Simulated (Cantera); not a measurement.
Feed: 1 mol BN, 0.018 mol N2, equilibrated at 1.33 mbar.

These are equilibrium values from Cantera (NASA tables, ideal gas, pure condensed phases), not measurements of a reactor. Candidate condensed phases: B, BN; 5 gas species. Kinetics and transport are ignored.

**Question.** Which condensed phases are stable at each of these points (T (K)): 2023, 2123, 2223, 2323, 2423, 2523, 2623, 2723, 2823, 2923?

**Answer.** 
```
T (K)  condensed phases  B condensed (%)
-----  ----------------  ---------------
2023              BN(s)            100.0
2123              BN(s)            100.0
2223               B(s)             99.9
2323               B(s)             99.5
2423               B(l)             98.4
2523               B(l)             95.4
2623               B(l)             86.9
2723               B(l)             55.1
2823           gas only              0.0
2923           gas only              0.0
```

From 2023 K to 2123 K the condensed part is BN(s). From 2223 K to 2323 K the condensed part is B(s). From 2423 K to 2723 K the condensed part is B(l). From 2823 K to 2923 K nothing is condensed.
